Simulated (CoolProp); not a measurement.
Properties of methane along the isobar 5.09 bar (Tc = 190.6 K, pc = 45.99 bar, ω = 0.011).

Values from CoolProp's reference Helmholtz-energy equation of state, Setzmann 1991.

| T (K) | phase | cv (kJ/(kg K)) | isothermal compressibility (1/MPa) |
|---|---|---|---|
| 139.4 | gas | 1.671 | 2.212 |
| 156.7 | gas | 1.618 | 2.121 |
| 174 | gas | 1.598 | 2.073 |
| 191.3 | gas | 1.591 | 2.043 |
| 208.6 | gas | 1.593 | 2.024 |
| 226 | gas | 1.602 | 2.010 |
| 243.3 | gas | 1.619 | 2.000 |
| 260.6 | gas | 1.642 | 1.993 |
| 277.9 | gas | 1.671 | 1.987 |
| 295.2 | gas | 1.706 | 1.983 |
| 312.5 | gas | 1.747 | 1.979 |
| 329.8 | gas | 1.793 | 1.976 |
